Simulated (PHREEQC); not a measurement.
0.96 g of hydrous ferric oxide (600 m²/g; 0.2 weak and 0.005 strong sites per Fe, Dzombak-Morel constants, diffuse double layer) in 1 kg of water with 0.3 mol/kgw of an inert sodium salt and 7e-06 mol/kgw Na2SeO4, at 25 °C; the pH is set by adding NaOH or the inert anion's acid. Oxygen is held at 0.21 atm. The system is closed to CO2. Nothing may precipitate in this run.

Base run: PHREEQC, ion-association model, wateq4f.dat. Each further column changes one thing. The table gives Se sorbed (%).

| pH | base | background salt from 0.3 to 0.03 mol/kgw | oxide from 0.96 to 4.8 g/kgw |
|---|---|---|---|
| 4 | 96.3 | 99.9 | 99.2 |
| 5 | 92.1 | ___ | 98.3 |
| 5.5 | 83.8 | 98.7 | 96.3 |
| 6.5 | 33.3 | 76.0 | 71.5 |
| 7.5 | 2.4 | ___ | ___ |
| 8.5 | 0.1 | 0.1 | ___ |
| 9 | 0.0 | 0.0 | 0.1 |
| 10 | 0.0 | 0.0 | 0.0 |

### Question
Complete the blanks.

### Answer

- 5, background salt from 0.3 to 0.03 mol/kgw: 99.7
- 7.5, background salt from 0.3 to 0.03 mol/kgw: 6.6
- 7.5, oxide from 0.96 to 4.8 g/kgw: 11.0
- 8.5, oxide from 0.96 to 4.8 g/kgw: 0.4
